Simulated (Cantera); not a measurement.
## Equilibrium for abatement and gas-phase synthesis: N2O + O2 + H2

Input: 1 mol N2O, 0.02 mol O2, 0.11 mol H2, at 14300 Torr.

These are equilibrium values from Cantera (NASA tables, ideal gas, pure condensed phases), not measurements of a reactor. Candidate condensed phases: H2O; 24 gas species. Kinetics and transport are ignored.

From 998 K to 2048 K nothing is condensed.

```
T (K)   x N2   x O2   x H2O      x NO      x OH       x O
-----  -----  -----  ------  --------  --------  --------
998    0.635  0.295  0.0698   3.26e-5   4.82e-8  1.84e-11
1148   0.635  0.295  0.0698  0.000137   6.23e-7  9.89e-10
1298   0.635  0.295  0.0698  0.000416   4.47e-6   2.13e-8
1448   0.634  0.295  0.0698  0.000999   2.13e-5   2.43e-7
1598   0.634  0.294  0.0698   0.00204   7.59e-5   1.76e-6
1748   0.633  0.293  0.0697   0.00367  0.000217   9.11e-6
1898   0.632  0.292  0.0696   0.00602  0.000525   3.64e-5
2048   0.630  0.290  0.0692   0.00916   0.00111  0.000119
```
x: gas mole fraction; nothing condenses.
